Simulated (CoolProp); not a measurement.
Aqueous potassium formate as a coolant, at -2 °C, 1 atm.

Model: Melinder's fits for secondary coolants, in CoolProp.

```
mass %  freezing point (°C)  Prandtl number  conductivity (W/(m K))  viscosity (mPa s)  density (kg/m³)
------  -------------------  --------------  ----------------------  -----------------  ---------------
9.9                    -4.9            14.8                   0.546               2.11                ?
13.9                   -7.3            14.8                       ?               2.20             1089
17.9                  -10.0            15.2                   0.535               2.31             1115
21.8                  -13.1            15.7                   0.528               2.46             1141
25.8                  -16.7            16.3                   0.522               2.63             1168
29.8                  -20.9            17.0                   0.514               2.82             1196
33.7                  -25.7            17.8                   0.506               3.01             1224
37.7                  -31.3            18.8                   0.497               3.23             1254
41.7                  -37.9               ?                   0.487               3.54             1284
```

Problem. Fill in the missing entries.

Solution. 
- 9.9, density (kg/m³): 1064
- 13.9, conductivity (W/(m K)): 0.541
- 41.7, Prandtl number: 20.4
